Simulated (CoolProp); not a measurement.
Values from CoolProp's reference Helmholtz-energy equation of state, Akasaka 2020.

For R1123, give the phase and the Z, cv (kJ/(kg K)) at 78.05 °C and 6150 kPa; 78.05 °C and 18500 kPa.


- 78.05 °C and 6150 kPa: supercritical; Z 0.410, cv 1.02
- 78.05 °C and 18500 kPa: supercritical; Z 0.558, cv 0.915
